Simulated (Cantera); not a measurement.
Input (Python, Cantera) and output of one run.

```python
import numpy as np
import cantera as ct

gas_names = """
    H HO2 H2 H2O H2O2 Mg MgH MgO MgOH MgO2H2 Mg2 O OH O2 O3
""".split()
cond_names = """
    H2O(s) H2O(L) Mg(cr) Mg(L) MgO(s) MgO(L) MgO2H2(s)
""".split()


# ... load() reads the species with a 1 bar reference pressure and builds the phases ...
atoms = {
    'Mg(OH)2': {'Mg': 1, 'O': 2, 'H': 2},
    'H2': {'H': 2},
}
top_T = {}  # K; cautious upper limits of use, not melting points


# ... equilibrate(T, P, feed) seeds the gas with the atoms and calls Mixture.equilibrate('TP', solver="vcs", rtol=1e-11, max_steps=5000) ...
results = []
T = 2100  # K
P = 133.322  # Pa
for m in [0.097, 0.14, 0.22, 0.32, 0.48, 0.71, 1.1, 1.6, 2.3, 3.5]:
    feed = {'Mg(OH)2': 1, 'H2': m}  # mol
    mix = equilibrate(T, P, feed)
    results.append((T, P, feed, dict(zip(mix.species_names, mix.species_moles))))
    x = sorted(zip(gas.X, gas.species_names), reverse=True)
    print(f"T = {T:g} K  P = {P:g} Pa  n(H2) = {m:g} mol  gas = {mix.phase_moles(0):.4g} mol")
    print("   x: " + "  ".join(f"{s} {v:.3e}" for v, s in x if v > 0.001))
    print("   condensed (mol): " + ("  ".join(f"{mix.phase(i).name} {mix.phase_moles(i):.4g}"
          for i in range(1, mix.n_phases) if mix.phase_moles(i) > 1e-12) or "none"))
```

Output:

```
T = 2100 K  P = 133.322 Pa  n(H2) = 0.097 mol  gas = 1.157 mol
   x: H2O 8.118e-01  H2 1.096e-01  H 2.824e-02  OH 2.492e-02  O2 1.447e-02  Mg 5.990e-03  O 4.580e-03
   condensed (mol): MgO(s) 0.9925
T = 2100 K  P = 133.322 Pa  n(H2) = 0.14 mol  gas = 1.197 mol
   x: H2O 7.961e-01  H2 1.293e-01  H 3.068e-02  OH 2.249e-02  O2 9.993e-03  Mg 7.207e-03  O 3.806e-03
   condensed (mol): MgO(s) 0.9908
T = 2100 K  P = 133.322 Pa  n(H2) = 0.22 mol  gas = 1.278 mol
   x: H2O 7.599e-01  H2 1.678e-01  H 3.495e-02  OH 1.885e-02  Mg 9.799e-03  O2 5.406e-03  O 2.800e-03
   condensed (mol): MgO(s) 0.9868
T = 2100 K  P = 133.322 Pa  n(H2) = 0.32 mol  gas = 1.384 mol
   x: H2O 7.123e-01  H2 2.137e-01  H 3.945e-02  OH 1.565e-02  Mg 1.332e-02  O2 2.927e-03  O 2.060e-03
   condensed (mol): MgO(s) 0.9808
T = 2100 K  P = 133.322 Pa  n(H2) = 0.48 mol  gas = 1.559 mol
   x: H2O 6.436e-01  H2 2.766e-01  H 4.488e-02  Mg 1.907e-02  OH 1.243e-02  O 1.438e-03  O2 1.427e-03
   condensed (mol): MgO(s) 0.9693
T = 2100 K  P = 133.322 Pa  n(H2) = 0.71 mol  gas = 1.818 mol
   x: H2O 5.651e-01  H2 3.455e-01  H 5.015e-02  Mg 2.713e-02  OH 9.767e-03  O 1.011e-03
   condensed (mol): MgO(s) 0.9495
T = 2100 K  P = 133.322 Pa  n(H2) = 1.1 mol  gas = 2.264 mol
   x: H2O 4.726e-01  H2 4.230e-01  H 5.550e-02  Mg 3.973e-02  OH 7.382e-03
   condensed (mol): MgO(s) 0.9084
T = 2100 K  P = 133.322 Pa  n(H2) = 1.6 mol  gas = 2.849 mol
   x: H2 4.817e-01  H2O 3.980e-01  H 5.923e-02  Mg 5.372e-02  OH 5.826e-03
   condensed (mol): MgO(s) 0.8448
T = 2100 K  P = 133.322 Pa  n(H2) = 2.3 mol  gas = 3.682 mol
   x: H2 5.266e-01  H2O 3.359e-01  Mg 6.960e-02  H 6.192e-02  OH 4.702e-03
   condensed (mol): MgO(s) 0.7408
T = 2100 K  P = 133.322 Pa  n(H2) = 3.5 mol  gas = 5.137 mol
   x: H2 5.621e-01  H2O 2.797e-01  Mg 8.921e-02  H 6.398e-02  OH 3.790e-03
   condensed (mol): MgO(s) 0.5375
```

Method: chemical equilibrium by Gibbs-energy minimisation in Cantera with the NASA 1993 tables (ideal gas, pure condensed phases). The tables' values for MgH are old estimates; treat these amounts as uncertain.
